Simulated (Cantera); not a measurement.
An isothermal, constant-pressure homogeneous reactor starts with CH4 : H2O = 1 : 0.99 (molar parts), at 1823 K and 0.133 bar.

Detailed kinetics in Cantera: GRI-Mech 3.0 (53 species, 325 reactions).

### Question
Predict: x(CH4) at 2.00 s; x(H2O) at 2.00 s; x(HCO) at 2.00 s.

### Answer
- x(CH4) at 2.00 s = 0.00371 (gas-phase equilibrium 0.000145)
- x(H2O) at 2.00 s = 0.0371 (gas-phase equilibrium 2.29e-6)
- x(HCO) at 2.00 s = 1.71e-8 (gas-phase equilibrium 1.90e-8)
